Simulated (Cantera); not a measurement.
What does this Cantera script print?

```python
import numpy as np
import cantera as ct

gas_names = """
    Br Br2 H HBr H2 N NH NH2 NH3 N2 N2H2 N2H4 Si SiBr SiBr2 SiBr3 SiBr4 SiH SiHBr3 SiH2 SiH2Br2 SiH3
    SiH3Br SiH4 SiN Si2 Si2N Si3
""".split()
cond_names = """
    Br2(cr) Br2(L) Si(cr) Si(L) Si3N4(a)
""".split()


def load(file, names, dense=False):
    # The tables refer to 1 bar. Condensed volumes are neglected.
    table = {s.name: s for s in ct.Species.list_from_file(file)}
    out = []
    for n in names:
        d = dict(table[n].input_data)
        d["thermo"] = dict(d["thermo"], **{"reference-pressure": 1e5})
        if dense:
            d["equation-of-state"] = {"model": "constant-volume", "density": "1e6 g/cm^3"}
        out.append(ct.Species.from_dict(d))
    return out


gas = ct.Solution(thermo="ideal-gas", species=load("nasa_gas.yaml", gas_names))
cond = {s.name: ct.Solution(thermo="fixed-stoichiometry", species=[s], name=s.name)
        for s in load("nasa_condensed.yaml", cond_names, dense=True)}
atoms = {
    'Si': {'Si': 1},
    'HBr': {'H': 1, 'Br': 1},
    'N2': {'N': 2},
}
top_T = {'Si3N4(a)': 2400}  # K; cautious upper limits of use, not melting points


def equilibrate(T, P, feed):
    n = {}
    for name, mol in feed.items():
        for a, k in atoms[name].items():
            n[a] = n.get(a, 0.0) + k * mol
    gas.TPX = T, P, n
    mass = sum(n.values()) * gas.mean_molecular_weight
    gas.equilibrate("TP")
    valid = [c for c in cond.values() if c.min_temp <= T <= top_T.get(c.name, c.max_temp)]
    mix = ct.Mixture([(gas, mass / gas.mean_molecular_weight)] + [(c, 0.0) for c in valid])
    mix.T, mix.P = T, P
    mix.equilibrate("TP", solver="vcs", rtol=1e-11, max_steps=5000)
    return mix


results = []
T = 1398  # K
P = 10000  # Pa
for m in [0.99, 3, 4.9, 6.9, 8.9, 11, 13]:
    feed = {'Si': 1, 'HBr': 1.1, 'N2': m}  # mol
    mix = equilibrate(T, P, feed)
    results.append((T, P, feed, dict(zip(mix.species_names, mix.species_moles))))

top = {s: max(r[3][s] / sum(r[3][g] for g in gas_names) for r in results) for s in gas_names}
cols = sorted((s for s in top if top[s] > 0.001), key=lambda s: -top[s])[:5]
seen = [c for c in cond_names if any(r[3].get(c, 0) > 1e-12 for r in results)]
print("log10 of partial pressures in bar; condensed amounts in mol")
print(f"{'n(N2)':>10s}" + "".join(f"{s[:9]:>10s}" for s in cols + seen))
for T, P, feed, n in results:
    ng = sum(n[g] for g in gas_names)
    print(f"{feed['N2']:10.4g}" + "".join(f"{np.log10(max(n[s] / ng * P / 1e5, 1e-99)):10.3f}" for s in cols)
          + "".join(f"{n.get(c, 0):10.4g}" for c in seen))
```

Output:

```
log10 of partial pressures in bar; condensed amounts in mol
     n(N2)        N2       HBr        H2     SiBr4     SiBr2  Si3N4(a)
      0.99    -1.551    -1.305    -1.848    -2.225    -2.896    0.2966
         3    -1.157    -1.632    -2.362    -2.766    -3.298    0.3058
       4.9    -1.095    -1.807    -2.601    -3.030    -3.451    0.3084
       6.9    -1.068    -1.936    -2.771    -3.224    -3.557    0.3099
       8.9    -1.053    -2.034    -2.898    -3.374    -3.637     0.311
        11    -1.043    -2.118    -3.004    -3.501    -3.704    0.3119
        13    -1.036    -2.184    -3.088    -3.604    -3.757    0.3125
```

Equilibrium computed with Cantera from the NASA thermochemical tables; the gas is ideal and each condensed phase is pure. N2 is the only nitrogen source here; it is nearly inert below about 1500 K, so the nitride shown seldom forms there in practice. The tables' values for SiBr3 are old estimates; treat these amounts as uncertain.
